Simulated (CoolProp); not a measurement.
Vapour-liquid equilibrium of n-octane (1) + n-dodecane (2) at 0.0145 MPa; x and y are mole fractions of (1).

The numbers come from the multi-fluid Helmholtz-energy mixture model, Beckmüller 2019 and Lemmon 2004; pair parameters Bell 2016 in CoolProp.

| x | bubble temperature (°C) | y at the bubble point | dew temperature at overall composition x (°C) | liquid density (mol/L) |
|---|---|---|---|---|
| 0.05 | 135.9 | 0.394 | 147.2 | 3.943 |
| 0.2 | 110.6 | 0.816 | 142.7 | 4.242 |
| 0.35 | 95.9 | 0.925 | 137.6 | 4.515 |
| 0.5 | 86.0 | 0.965 | 131.3 | 4.787 |
| 0.65 | 78.9 | 0.984 | 123.4 | 5.070 |
| 0.8 | 73.4 | 0.993 | 112.2 | 5.370 |
| 0.95 | 69.0 | 0.999 | 90.3 | 5.692 |

No azeotrope shows between x = 0.05 and 0.95.

Pair parameters are fitted to limited data, so mixtures are less certain than the pure fluids.
